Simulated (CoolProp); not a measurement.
Properties of sulfur hexafluoride along the isobar 3210 kPa.

Values from CoolProp's reference Helmholtz-energy equation of state, Guder 2009.

```json
[
 {"T (K)": "265.7", "phase": "liquid", "density (kg/m³)": "(withheld)", "cp (kJ/(kg K))": "0.9667", "isothermal compressibility (1/MPa)": "0.006609", "expansivity (1/kK)": "3.820", "Prandtl number": "3.27"},
 {"T (K)": "280.1", "phase": "liquid", "density (kg/m³)": "(withheld)", "cp (kJ/(kg K))": "1.041", "isothermal compressibility (1/MPa)": "0.01057", "expansivity (1/kK)": "4.854", "Prandtl number": "2.97"},
 {"T (K)": "294.6", "phase": "liquid", "density (kg/m³)": "1413", "cp (kJ/(kg K))": "1.171", "isothermal compressibility (1/MPa)": "0.02076", "expansivity (1/kK)": "7.103", "Prandtl number": "2.81"},
 {"T (K)": "309", "phase": "liquid", "density (kg/m³)": "1214", "cp (kJ/(kg K))": "1.678", "isothermal compressibility (1/MPa)": "0.08598", "expansivity (1/kK)": "18.04", "Prandtl number": "3.14"},
 {"T (K)": "323.5", "phase": "gas", "density (kg/m³)": "(withheld)", "cp (kJ/(kg K))": "(withheld)", "isothermal compressibility (1/MPa)": "(withheld)", "expansivity (1/kK)": "14.61", "Prandtl number": "1.08"},
 {"T (K)": "337.9", "phase": "gas", "density (kg/m³)": "234.5", "cp (kJ/(kg K))": "0.9604", "isothermal compressibility (1/MPa)": "0.4748", "expansivity (1/kK)": "(withheld)", "Prandtl number": "0.944"},
 {"T (K)": "352.3", "phase": "gas", "density (kg/m³)": "209.4", "cp (kJ/(kg K))": "0.9059", "isothermal compressibility (1/MPa)": "0.4244", "expansivity (1/kK)": "6.898", "Prandtl number": "0.891"},
 {"T (K)": "366.8", "phase": "gas", "density (kg/m³)": "191.3", "cp (kJ/(kg K))": "0.8838", "isothermal compressibility (1/MPa)": "0.3958", "expansivity (1/kK)": "(withheld)", "Prandtl number": "0.858"},
 {"T (K)": "381.2", "phase": "gas", "density (kg/m³)": "177.3", "cp (kJ/(kg K))": "0.8755", "isothermal compressibility (1/MPa)": "0.3775", "expansivity (1/kK)": "4.876", "Prandtl number": "0.835"},
 {"T (K)": "395.7", "phase": "gas", "density (kg/m³)": "166.0", "cp (kJ/(kg K))": "0.8740", "isothermal compressibility (1/MPa)": "0.3644", "expansivity (1/kK)": "(withheld)", "Prandtl number": "0.816"},
 {"T (K)": "410.1", "phase": "gas", "density (kg/m³)": "156.5", "cp (kJ/(kg K))": "0.8760", "isothermal compressibility (1/MPa)": "0.3548", "expansivity (1/kK)": "3.884", "Prandtl number": "0.801"}
]
```

What belongs in the gaps?


- 265.7, density (kg/m³): 1635
- 280.1, density (kg/m³): 1537
- 323.5, density (kg/m³): 276.0
- 323.5, cp (kJ/(kg K)): 1.131
- 323.5, isothermal compressibility (1/MPa): 0.5980
- 337.9, expansivity (1/kK): 9.089
- 366.8, expansivity (1/kK): 5.668
- 395.7, expansivity (1/kK): 4.309

Viscosity comes from a separate model (Quiñones-Cisneros 2012). Thermal conductivity comes from a separate model (Assael 2012).
